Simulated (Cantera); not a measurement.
Feed: 1 mol HMDSO, 0.14 mol O3, 84 mol H2, 0.63 mol O2, held at 0.330 bar.

These are equilibrium values from Cantera (NASA tables, ideal gas, pure condensed phases), not measurements of a reactor. Candidate condensed phases: C, C6H6, C7H8, C8H18, H2O, Si, SiC, SiO2; 123 gas species. The feed counts by its element totals alone. Mutual solubility and eutectic melting of coexisting phases are not modelled. The tables hold silica as quartz up to 1696 K and as liquid above; real silica turns to tridymite and cristobalite and melts near 1996 K. Equilibrium is a limit: real reactors are often held back by kinetics, nucleation or transport.

x: gas mole fraction; n: condensed amount in mol.

```tsv
T (K)	x H2	x CO	x CH4	x SiO	x H	x H2O	n C(graphite)	n SiC(s)	n SiO2(β-quartz)
1198	0.995	0.000157	0.00524	6.26e-8	3.30e-7	1.37e-6	4.83	0.667	1.33
1248	0.996	0.000528	0.00365	2.90e-7	8.11e-7	2.67e-6	4.93	0.685	1.32
1298	0.996	?	?	?	?	?	4.87	0.735	1.26
1348	0.994	0.00455	0.00190	4.38e-6	4.01e-6	8.70e-6	4.53	0.872	1.13
1398	0.987	0.0119	0.00140	1.47e-5	8.18e-6	1.46e-5	3.54	1.22	0.781
1448	0.971	0.0280	?	?	?	?	1.23	2.00	0
1498	0.971	0.0280	0.000808	5.43e-5	2.95e-5	1.56e-5	1.25	1.99	0
1548	0.971	0.0279	0.000639	6.65e-5	5.28e-5	1.10e-5	1.27	1.99	0
```

Task: Complete the blanks.

Result: 
- 1448, x CH4: 0.00104
- 1448, x SiO: 4.37e-5
- 1448, x H: 1.58e-5
- 1448, x H2O: 2.27e-5
- 1298, x CO: 0.00162
- 1298, x CH4: 0.00261
- 1298, x SiO: 1.19e-6
- 1298, x H: 1.86e-6
- 1298, x H2O: 4.94e-6
